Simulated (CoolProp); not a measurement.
Vapour-liquid equilibrium of n-hexane (1) + toluene (2) at 451.3 K; x and y are mole fractions of (1).

The numbers come from the multi-fluid Helmholtz-energy mixture model, Thol 2019 and Lemmon 2006; pair parameters Bell 2016 in CoolProp.

Task: Give the bubble pressure and the first vapour's composition at x = 0.2, 0.275, 0.5. Is there an azeotrope?

Result: x = 0.2: 0.6878 MPa, y = 0.380; x = 0.275: 0.7495 MPa, y = 0.470; x = 0.5: 0.9173 MPa, y = 0.670. No azeotrope shows between x = 0.05 and 0.95.

Pair parameters are fitted to limited data, so mixtures are less certain than the pure fluids.
